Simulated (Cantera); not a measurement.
Input: 1 mol Fe3O4, 5.8 mol C, 0.011 mol CO, held at 0.133 bar.

Method: chemical equilibrium by Gibbs-energy minimisation in Cantera with the NASA 1993 tables (ideal gas, pure condensed phases). Candidate condensed phases: C, Fe, Fe(CO)5, FeO, Fe2O3, Fe3O4; 15 gas species. Iron dissolves carbon and melts from about 1420 K in contact with it, which pure phases cannot show. Condensed phases not in the tables: cementite and carbon dissolved in iron. Kinetics and transport are ignored.

log p: log10 of the partial pressure in bar; n: condensed amount in mol.

```tsv
T (K)	log p CO	log p Fe	log p CO2	log p C3	log p C	n C(graphite)	n Fe(δ)	n Fe(l)
1748	-0.88	-4.87	-5.74	<-12	<-12	1.80	3.00	0
1848	-0.88	-4.24	-6.00	-12.32	?	1.80	0	3.00
1948	-0.88	-3.70	-6.23	-11.13	?	1.80	0	2.99
2048	-0.88	-3.21	-6.44	-10.06	?	1.80	0	2.98
2148	-0.88	-2.77	-6.64	-9.09	?	1.80	0	2.95
2248	-0.89	-2.37	-6.82	-8.20	?	1.80	0	2.87
2348	-0.91	-2.01	-7.02	-7.40	?	1.80	0	2.68
2448	-0.95	-1.68	-7.24	-6.66	?	1.80	0	2.25
```

**Question.** What belongs in the gaps?

**Answer.** 
- 1848, log p C: -12.06
- 1948, log p C: -11.02
- 2048, log p C: -10.08
- 2148, log p C: -9.23
- 2248, log p C: -8.45
- 2348, log p C: -7.75
- 2448, log p C: -7.10
